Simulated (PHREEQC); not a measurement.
Make-up at 25 °C: 1.3 mol/kgw NaOH, 0.22 mol/kgw K2SO4 and 2.3 mol/kgw KBr. Closed to the air; pH follows from the charge balance.

The numbers come from PHREEQC with the Pitzer model, pitzer.dat.

No solid was allowed to form.

### Question
What pH does the model give?

### Answer
pH 14.05.

In brines, pH and single-ion activities rest on the MacInnes convention.
